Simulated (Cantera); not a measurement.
N2O furnace oxynitridation

A perfectly stirred reactor is fed with 88.5 % N2O, 11.5 % H2O, at 48.8 Torr; it is held at 1300 K, and followed from long to short residence time.

Cantera simulation using GRI-Mech 3.0 (53 species, 325 reactions); the numbers are that mechanism's predictions, not measurements. GRI-Mech 3.0 was tuned for natural gas; its chemistry of N2O as a main component is partial and can be far from experiment. The mechanism lacks the step 2 NO + O2 → 2 NO2, which can matter for NO2 below about 1400 K. The temperature is held fixed by assumption; the heat of reaction is taken as removed at once.

```csv
τ (s),x N2O,x H2O,x NO,x OH,x H
2.1,0.437,0.0971,0.0340,0.000101,4.30e-8
0.88,0.613,0.104,0.0206,0.000103,3.83e-8
0.37,0.744,0.109,0.0107,0.000101,3.69e-8
0.16,0.817,0.112,0.00508,9.52e-5,3.77e-8
0.066,0.855,0.114,0.00219,8.75e-5,3.93e-8
0.028,0.872,0.114,0.000962,7.96e-5,3.97e-8
0.012,0.879,0.115,0.000429,7.11e-5,3.77e-8
0.0049,0.883,0.115,0.000183,5.98e-5,3.23e-8
0.0021,0.884,0.115,8.00e-5,4.54e-5,2.41e-8
0.00087,0.885,0.115,3.25e-5,2.74e-5,1.35e-8
0.00037,0.885,0.115,1.27e-5,1.29e-5,5.51e-9
```
x: mole fraction; the columns are a selection and need not sum to one.
